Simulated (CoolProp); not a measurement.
Octamethylcyclotetrasiloxane (D4) along the isobar 0.377 MPa: fugacity coefficient from the reference equation and from simpler models built on Tc = 586.5 K, pc = 1.347 MPa, ω = 0.598; each cubic takes its own stable root.

The numbers come from the reference Helmholtz-energy equation of state, Thol 2015 in CoolProp.

```json
[
 {"T (K)": "448.6", "phase": "liquid", "reference": "0.2551", "Redlich-Kwong": "0.5624", "Peng-Robinson": "0.2570"},
 {"T (K)": "461.8", "phase": "liquid", "reference": "0.3446", "Redlich-Kwong": "0.6773", "Peng-Robinson": "0.3465"},
 {"T (K)": "475", "phase": "liquid", "reference": "0.4537", "Redlich-Kwong": "0.8031", "Peng-Robinson": "0.4558"},
 {"T (K)": "488.2", "phase": "liquid", "reference": "0.5835", "Redlich-Kwong": "0.8418", "Peng-Robinson": "0.5858"},
 {"T (K)": "501.4", "phase": "liquid", "reference": "0.7342", "Redlich-Kwong": "0.8533", "Peng-Robinson": "0.7368"},
 {"T (K)": "514.5", "phase": "gas", "reference": "0.8400", "Redlich-Kwong": "0.8636", "Peng-Robinson": "0.8362"},
 {"T (K)": "527.7", "phase": "gas", "reference": "0.8547", "Redlich-Kwong": "0.8731", "Peng-Robinson": "0.8498"},
 {"T (K)": "540.9", "phase": "gas", "reference": "0.8678", "Redlich-Kwong": "0.8817", "Peng-Robinson": "0.8621"},
 {"T (K)": "554.1", "phase": "gas", "reference": "0.8794", "Redlich-Kwong": "0.8896", "Peng-Robinson": "0.8732"},
 {"T (K)": "567.3", "phase": "gas", "reference": "0.8897", "Redlich-Kwong": "0.8968", "Peng-Robinson": "0.8834"},
 {"T (K)": "580.5", "phase": "gas", "reference": "0.8990", "Redlich-Kwong": "0.9034", "Peng-Robinson": "0.8927"},
 {"T (K)": "593.6", "phase": "gas", "reference": "0.9074", "Redlich-Kwong": "0.9094", "Peng-Robinson": "0.9011"},
 {"T (K)": "606.8", "phase": "gas", "reference": "0.9149", "Redlich-Kwong": "0.9150", "Peng-Robinson": "0.9089"},
 {"T (K)": "620", "phase": "gas", "reference": "0.9218", "Redlich-Kwong": "0.9202", "Peng-Robinson": "0.9160"}
]
```

At some of these states Redlich-Kwong gives the other phase, because its saturation line lies elsewhere.
